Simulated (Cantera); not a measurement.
Input: 1 mol B2H6, a varied amount of H2O, 4.4 mol H2, at 1625 K and 0.280 bar.

Method: chemical equilibrium by Gibbs-energy minimisation in Cantera with the NASA 1993 tables (ideal gas, pure condensed phases). Candidate condensed phases: B, B2O3, B3O3H3, H2O; 23 gas species. The feed counts by its element totals alone. Mutual solubility and eutectic melting of coexisting phases are not modelled. The tables' values for BH2 are old estimates; treat these amounts as uncertain. Gases not in the tables: H3BO3. Rates play no part.

x: gas mole fraction; n: condensed amount in mol.

| n(H2O) (mol) | x H2 | x H2O | x HBO2 | x HBO | x B3O3H3 | n B(s) | n B2O3(l) |
|---|---|---|---|---|---|---|---|
| 1.1 | 0.969 | 3.51e-5 | 0.000750 | 0.0231 | 0.00339 | 1.16 | 0.242 |
| 1.5 | 0.969 | 3.51e-5 | 0.000750 | 0.0231 | 0.00339 | 0.884 | 0.370 |
| 1.9 | 0.969 | 3.51e-5 | 0.000750 | 0.0231 | 0.00339 | 0.612 | 0.497 |
| 2.6 | 0.969 | 3.51e-5 | 0.000750 | 0.0231 | 0.00339 | 0.136 | 0.720 |
| 3.4 | 0.951 | 0.0267 | 0.0207 | 0.000823 | 1.53e-7 | 0 | 0.873 |
| 4.5 | [?] | [?] | [?] | [?] | [?] | 0 | [?] |
| 5.9 | 0.760 | 0.185 | 0.0544 | 0.000250 | 4.29e-9 | 0 | 0.612 |
| 7.8 | [?] | [?] | [?] | [?] | [?] | 0 | [?] |
| 10 | 0.575 | 0.349 | 0.0748 | 0.000137 | 7.14e-10 | 0 | 0.297 |
| 14 | 0.465 | 0.449 | 0.0848 | 9.81e-5 | 2.59e-10 | 0 | 0.0141 |

Q: Some entries are withheld; supply them.

A: 
- 4.5, x H2: 0.855
- 4.5, x H2O: 0.103
- 4.5, x HBO2: 0.0407
- 4.5, x HBO: 0.000376
- 4.5, x B3O3H3: 1.46e-8
- 4.5, n B2O3(l): 0.740
- 7.8, x H2: 0.661
- 7.8, x H2O: 0.272
- 7.8, x HBO2: 0.0660
- 7.8, x HBO: 0.000179
- 7.8, x B3O3H3: 1.58e-9
- 7.8, n B2O3(l): 0.461
